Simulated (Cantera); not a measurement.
# Equilibrium for halide evaporation, hydrolysis and transport: CuF₂ + H₂O + N₂

Charge: 1 mol CuF₂, 0.067 mol H₂O, 0.82 mol N₂, equilibrated at 70000 Pa.

Method: chemical equilibrium by Gibbs-energy minimisation in Cantera with the NASA 1993 tables (ideal gas, pure condensed phases). Candidate condensed phases: Cu, CuF₂, CuO, Cu(OH)₂, Cu₂O, H₂O; 45 gas species. Mutual solubility and eutectic melting of coexisting phases are not modelled. Rates play no part.

```tsv
T (K)	x N₂	x CuF₂	x CuF	x HF	x F	x O₂	n CuF₂(l)	n Cu₂O(s)
1473	0.761	0.0497	0.0433	0.124	5.50e-6	0.0208	0.856	0.0219
1573	0.640	0.124	0.105	0.105	3.26e-5	0.0259	0.707	0
1673	0.532	0.272	0.0873	0.0869	0.000401	0.0214	0.447	0
1773	0.411	0.431	0.0703	0.0672	0.00311	0.0164	0	0
1873	0.408	0.422	0.0763	0.0668	0.00951	0.0161	0	0
1973	0.402	0.402	0.0891	0.0658	0.0233	0.0157	0	0
2073	0.393	0.369	0.111	0.0643	0.0464	0.0151	0	0
2173	0.379	0.323	0.141	0.0621	0.0786	0.0143	0	0
2273	0.363	0.267	0.177	0.0595	0.118	0.0133	0	0
```
x: gas mole fraction; n: condensed amount in mol.

At 1473 K the condensed part is CuF₂(l) + Cu₂O(s). From 1573 K to 1673 K the condensed part is CuF₂(l). From 1773 K to 2273 K nothing is condensed. The main Cu-bearing gas is CuF₂ throughout.
